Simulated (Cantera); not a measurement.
A perfectly stirred reactor is fed with 88.3 % CH4, 9.50 % H2O, 2.21 % H2, at 100000 Pa; it is held at 1600 K, and followed from long to short residence time.

Computed with Cantera and GRI-Mech 3.0 (53 species, 325 reactions). GRI-Mech 3.0 stops at C3 and has no aromatics, soot or wall deposition, so with more carbon than oxygen in the feed, carbon stays in small species such as C2H2 where larger ones or solid carbon would form.

### Question
Predict: x(CH4) at τ = 0.570 s; x(H2O) at τ = 0.570 s; x(H2) at τ = 0.570 s; x(C2H2) at τ = 0.570 s; x(CH2O) at τ = 0.570 s; x(CH4) at τ = 45.0 ms; x(H2O) at τ = 45.0 ms; x(H2) at τ = 45.0 ms; x(C2H2) at τ = 45.0 ms; x(CH2O) at τ = 45.0 ms.

### Answer
| Property | Result |
|---|---|
| x(CH4) at τ = 0.570 s | 0.171 |
| x(H2O) at τ = 0.570 s | 0.0488 |
| x(H2) at τ = 0.570 s | 0.585 |
| x(C2H2) at τ = 0.570 s | 0.172 |
| x(CH2O) at τ = 0.570 s | 1.03e-7 |
| x(CH4) at τ = 45.0 ms | 0.487 |
| x(H2O) at τ = 45.0 ms | 0.0748 |
| x(H2) at τ = 45.0 ms | 0.330 |
| x(C2H2) at τ = 45.0 ms | 0.0963 |
| x(CH2O) at τ = 45.0 ms | 5.05e-7 |
